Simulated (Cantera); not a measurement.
A Cantera script and its output.

```python
import numpy as np
import cantera as ct

gas = ct.Solution("gri30.yaml")
gas.TPX = 325, 650000, {'CH4': 1, 'C2H6': 0.44, 'O2': 3.54, 'N2': 13.8}
flame = ct.FreeFlame(gas, width=0.011)
flame.set_refine_criteria(ratio=3, slope=0.08, curve=0.16)
flame.transport_model = "mixture-averaged"
flame.solve(loglevel=0, auto=True)
z, T = flame.grid, flame.T
thick = (T[-1] - T[0]) / np.gradient(T, z).max()
show = ['CH4', 'C2H6', 'O2', 'H2O', 'H', 'C2H2']
print(f"laminar burning velocity  {flame.velocity[0] * 100:.3f} cm/s")
print(f"burnt temperature         {T[-1]:.1f} K")
print(f"thermal thickness         {thick * 1e3:.4f} mm")
print(f"grid points               {len(z)}")
z0 = z[flame.heat_release_rate.argmax()]
print(f"{'z/mm':>9s}{'T/K':>9s}{'u/(m/s)':>9s}" + "".join(f"{s:>11s}" for s in show))
rows = []
for k in (-3, -2, -1.5, -1, -0.5, -0.25, 0, 0.25, 0.5, 1, 2, 4, 8):
    zz = z0 + k * thick
    rows.append([k * thick, np.interp(zz, z, T), np.interp(zz, z, flame.velocity),
                 *(np.interp(zz, z, flame.X[gas.species_index(s)]) for s in show)])
    print(f"{rows[-1][0] * 1e3:9.3f}{rows[-1][1]:9.1f}{rows[-1][2]:9.3f}" + "".join(f"{x:11.3e}" for x in rows[-1][3:]))
```

It prints:

```
laminar burning velocity  22.524 cm/s
burnt temperature         2264.7 K
thermal thickness         0.1115 mm
grid points               145
     z/mm      T/K  u/(m/s)        CH4       C2H6         O2        H2O          H       C2H2
   -0.335    325.2    0.225  5.321e-02  2.342e-02  1.884e-01  3.013e-05  3.360e-19  7.592e-09
   -0.223    327.7    0.227  5.306e-02  2.339e-02  1.880e-01  3.912e-04  1.296e-17  1.647e-07
   -0.167    340.4    0.237  5.253e-02  2.331e-02  1.869e-01  2.087e-03  5.604e-16  1.315e-06
   -0.112    441.4    0.309  4.904e-02  2.250e-02  1.788e-01  1.446e-02  1.262e-12  1.633e-05
   -0.056    938.4    0.667  3.303e-02  1.507e-02  1.345e-01  6.594e-02  1.354e-06  1.476e-04
   -0.028   1389.7    0.998  1.798e-02  5.607e-03  8.935e-02  1.080e-01  8.085e-05  3.294e-04
    0.000   1811.8    1.307  3.604e-03  1.640e-04  4.272e-02  1.448e-01  1.001e-03  4.244e-04
    0.028   1988.2    1.426  1.231e-04  7.551e-08  2.096e-02  1.573e-01  1.961e-03  2.856e-05
    0.056   2060.3    1.470  2.156e-06  1.945e-11  1.458e-02  1.603e-01  1.793e-03  4.205e-07
    0.112   2135.0    1.516  2.035e-09  8.223e-17  1.028e-02  1.637e-01  1.145e-03  3.311e-10
    0.223   2195.1    1.554  1.109e-13  4.941e-23  7.205e-03  1.674e-01  5.898e-04  1.976e-14
    0.446   2234.3    1.578  5.455e-16  2.471e-28  5.100e-03  1.700e-01  3.047e-04  6.772e-19
    0.892   2254.4    1.590  1.341e-16  1.115e-29  3.956e-03  1.713e-01  1.920e-04  7.115e-21
```

Cantera simulation using GRI-Mech 3.0 (53 species, 325 reactions); the numbers are that mechanism's predictions, not measurements. Burning velocities carry a grid error of a few per cent, more on coarse grids.
